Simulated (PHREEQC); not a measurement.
0.021 g of hydrous ferric oxide (600 m²/g; 0.2 weak and 0.005 strong sites per Fe, Dzombak-Morel constants, diffuse double layer) in 1 kg of water with 0.05 mol/kgw of an inert sodium salt and 4.4e-07 mol/kgw Na2SO4 and 9.3e-07 mol/kgw NaH2PO4, at 25 °C; the pH is set by adding NaOH or the inert anion's acid. O2 is buffered at 0.21 atm. No CO2 enters from the air. Nothing may precipitate in this run.

The series has 13 steps of pH, from 4 to 12.

All values are PHREEQC results (ion-association model, wateq4f.dat), not measurements.

Problem. Near which pH is half of the S sorbed, and on which side is more sorbed?

Solution. Near pH 5.4, with more sorbed at lower pH.

Problem. Near which pH is half of the P sorbed, and on which side is more sorbed?

Solution. Near pH 8.5, with more sorbed at lower pH.

Complexes and solids missing from the database can't appear. H3PO4, which wateq4f.dat lacks, is added to it with the constant of phreeqc.dat.
